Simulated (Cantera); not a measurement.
Cantera run:

```python
import numpy as np
import cantera as ct

gas_names = [...]  # 110 gases of nasa_gas.yaml made of C, F, H
cond_names = """
    C(gr) C6H6(L) C7H8(L) C8H18(L),n-octa
""".split()


# ... load() reads the species with a 1 bar reference pressure and builds the phases ...
atoms = {
    'CH3F': {'C': 1, 'H': 3, 'F': 1},
    'H2': {'H': 2},
}
top_T = {'C(gr)': 4500}  # K; cautious upper limits of use, not melting points


# ... equilibrate(T, P, feed) seeds the gas with the atoms and calls Mixture.equilibrate('TP', solver="vcs", rtol=1e-11, max_steps=5000) ...
results = []
feed = {'CH3F': 1, 'H2': 8.7}  # mol
P = 3.9  # Pa
for T in [2500, 3000, 3500, 4000, 4500, 5000]:
    mix = equilibrate(T, P, feed)
    results.append((T, P, feed, dict(zip(mix.species_names, mix.species_moles))))
    x = sorted(zip(gas.X, gas.species_names), reverse=True)
    print(f"T = {T:g} K  P = {P:g} Pa  gas = {mix.phase_moles(0):.4g} mol")
    print("   x: " + "  ".join(f"{s} {v:.3e}" for v, s in x if v > 0.0001))
    print("   condensed (mol): " + ("  ".join(f"{mix.phase(i).name} {mix.phase_moles(i):.4g}"
          for i in range(1, mix.n_phases) if mix.phase_moles(i) > 1e-12) or "none"))
```

It prints:

```
T = 2500 K  P = 3.9 Pa  gas = 19.84 mol
   x: H 8.821e-01  HF 4.849e-02  H2 4.801e-02  C3 1.275e-02  C 4.267e-03  F 1.862e-03  C2 1.174e-03  C2H 6.853e-04  C2H2,acetylene 5.194e-04
   condensed (mol): C(gr) 0.05654
T = 3000 K  P = 3.9 Pa  gas = 22.15 mol
   x: H 9.100e-01  C 4.242e-02  F 3.659e-02  HF 8.415e-03  H2 1.295e-03  C2 8.657e-04  C3 2.782e-04  CF 1.382e-04
   condensed (mol): none
T = 3500 K  P = 3.9 Pa  gas = 22.39 mol
   x: H 9.106e-01  C 4.459e-02  F 4.432e-02  HF 3.349e-04
   condensed (mol): none
T = 4000 K  P = 3.9 Pa  gas = 22.4 mol
   x: H 9.106e-01  F 4.462e-02  C 4.458e-02
   condensed (mol): none
T = 4500 K  P = 3.9 Pa  gas = 22.41 mol
   x: H 9.103e-01  F 4.462e-02  C 4.423e-02  Electron 4.113e-04  C+ 3.962e-04
   condensed (mol): none
T = 5000 K  P = 3.9 Pa  gas = 22.44 mol
   x: H 9.088e-01  F 4.455e-02  C 4.269e-02  Electron 1.994e-03  C+ 1.859e-03  H+ 1.348e-04
   condensed (mol): none
```

These are equilibrium values from Cantera (NASA tables, ideal gas, pure condensed phases), not measurements of a reactor.
